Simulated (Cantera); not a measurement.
An adiabatic, constant-volume homogeneous reactor starts with 26.9 % H₂, 15.3 % O₂, 57.6 % N₂, 0.258 % NO, at 1700 K and 1.00 bar.

Cantera simulation using GRI-Mech 3.0 (53 species, 325 reactions); the numbers are that mechanism's predictions, not measurements.

**Question.** Predict: time of steepest temperature rise; temperature at 10.0 s; equilibrium temperature; x(H₂) at 10.0 s; x(O₂) at 10.0 s; x(NO) at 10.0 s; x(O) at 10.0 s; x(HO₂) at 10.0 s; x(H) at 10.0 s; x(OH) at 10.0 s.

**Answer.** 
```json
{
 "time_of_steepest_temperature_rise": "7.33 µs",
 "temperature at 10.0 s": "2992 K",
 "equilibrium_temperature": "2992 K",
 "x(H₂) at 10.0 s": "0.0457 (gas-phase equilibrium 0.0457)",
 "x(O₂) at 10.0 s": "0.0261 (gas-phase equilibrium 0.0261)",
 "x(NO) at 10.0 s": "0.0148 (gas-phase equilibrium 0.0148)",
 "x(O) at 10.0 s": "0.0141 (gas-phase equilibrium 0.0141)",
 "x(HO₂) at 10.0 s": "1.44e-5 (gas-phase equilibrium 1.44e-5)",
 "x(H) at 10.0 s": "0.0261 (gas-phase equilibrium 0.0261)",
 "x(OH) at 10.0 s": "0.0402 (gas-phase equilibrium 0.0402)"
}
```
